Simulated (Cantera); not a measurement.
Input (Python, Cantera) and output of one run.

```python
import numpy as np
import cantera as ct

gas_names = [...]  # 151 gases of nasa_gas.yaml made of C, H, N, O, Si
cond_names = """
    C(gr) C6H6(L) C7H8(L) C8H18(L),n-octa H2O(s) H2O(L) Si(cr) Si(L) SiC(b) SiO2(Lqz) SiO2(hqz) SiO2(L)
    Si2N2O(s) Si3N4(a)
""".split()


# ... load() reads the species with a 1 bar reference pressure and builds the phases ...
atoms = {
    'HMDSO': {'Si': 2, 'C': 6, 'H': 18, 'O': 1},
    'CO2': {'C': 1, 'O': 2},
    'N2': {'N': 2},
    'N2O': {'N': 2, 'O': 1},
}
top_T = {'C(gr)': 4500, 'SiC(b)': 3050, 'Si2N2O(s)': 2100, 'Si3N4(a)': 2400}  # K; cautious upper limits of use, not melting points


# ... equilibrate(T, P, feed) seeds the gas with the atoms and calls Mixture.equilibrate('TP', solver="vcs", rtol=1e-11, max_steps=5000) ...
results = []
feed = {'HMDSO': 1, 'CO2': 4.1, 'N2': 59, 'N2O': 40}  # mol
P = 1000  # Pa
for T in [525, 625, 725, 825, 925, 1025, 1125, 1225, 1325, 1425, 1525, 1625, 1725]:
    mix = equilibrate(T, P, feed)
    results.append((T, P, feed, dict(zip(mix.species_names, mix.species_moles))))
    x = sorted(zip(gas.X, gas.species_names), reverse=True)
    print(f"T = {T:g} K  P = {P:g} Pa  gas = {mix.phase_moles(0):.4g} mol")
    print("   x: " + "  ".join(f"{s} {v:.3e}" for v, s in x if v > 0.001))
    print("   condensed (mol): " + ("  ".join(f"{mix.phase(i).name} {mix.phase_moles(i):.4g}"
          for i in range(1, mix.n_phases) if mix.phase_moles(i) > 1e-12) or "none"))
```

It prints:

```
T = 525 K  P = 1000 Pa  gas = 126.1 mol
   x: N2 7.851e-01  CO2 8.010e-02  H2O 7.137e-02  O2 6.344e-02
   condensed (mol): SiO2(Lqz) 2
T = 625 K  P = 1000 Pa  gas = 126.1 mol
   x: N2 7.851e-01  CO2 8.010e-02  H2O 7.137e-02  O2 6.344e-02
   condensed (mol): SiO2(Lqz) 2
T = 725 K  P = 1000 Pa  gas = 126.1 mol
   x: N2 7.851e-01  CO2 8.010e-02  H2O 7.137e-02  O2 6.344e-02
   condensed (mol): SiO2(Lqz) 2
T = 825 K  P = 1000 Pa  gas = 126.1 mol
   x: N2 7.851e-01  CO2 8.010e-02  H2O 7.137e-02  O2 6.344e-02
   condensed (mol): SiO2(Lqz) 2
T = 925 K  P = 1000 Pa  gas = 126.1 mol
   x: N2 7.851e-01  CO2 8.010e-02  H2O 7.137e-02  O2 6.344e-02
   condensed (mol): SiO2(hqz) 2
T = 1025 K  P = 1000 Pa  gas = 126.1 mol
   x: N2 7.851e-01  CO2 8.010e-02  H2O 7.137e-02  O2 6.343e-02
   condensed (mol): SiO2(hqz) 2
T = 1125 K  P = 1000 Pa  gas = 126.1 mol
   x: N2 7.851e-01  CO2 8.010e-02  H2O 7.137e-02  O2 6.341e-02
   condensed (mol): SiO2(hqz) 2
T = 1225 K  P = 1000 Pa  gas = 126.1 mol
   x: N2 7.850e-01  CO2 8.009e-02  H2O 7.137e-02  O2 6.337e-02
   condensed (mol): SiO2(hqz) 2
T = 1325 K  P = 1000 Pa  gas = 126.1 mol
   x: N2 7.850e-01  CO2 8.009e-02  H2O 7.136e-02  O2 6.331e-02
   condensed (mol): SiO2(hqz) 2
T = 1425 K  P = 1000 Pa  gas = 126.1 mol
   x: N2 7.848e-01  CO2 8.009e-02  H2O 7.133e-02  O2 6.319e-02
   condensed (mol): SiO2(hqz) 2
T = 1525 K  P = 1000 Pa  gas = 126.1 mol
   x: N2 7.847e-01  CO2 8.007e-02  H2O 7.126e-02  O2 6.302e-02
   condensed (mol): SiO2(hqz) 2
T = 1625 K  P = 1000 Pa  gas = 126.1 mol
   x: N2 7.844e-01  CO2 7.999e-02  H2O 7.112e-02  O2 6.277e-02  NO 1.174e-03
   condensed (mol): SiO2(hqz) 2
T = 1725 K  P = 1000 Pa  gas = 126.2 mol
   x: N2 7.838e-01  CO2 7.976e-02  H2O 7.083e-02  O2 6.245e-02  NO 1.733e-03
   condensed (mol): SiO2(L) 2
```

These are equilibrium values from Cantera (NASA tables, ideal gas, pure condensed phases), not measurements of a reactor. The feed counts by its element totals alone. The tables hold silica as quartz up to 1696 K and as liquid above; real silica turns to tridymite and cristobalite and melts near 1996 K.
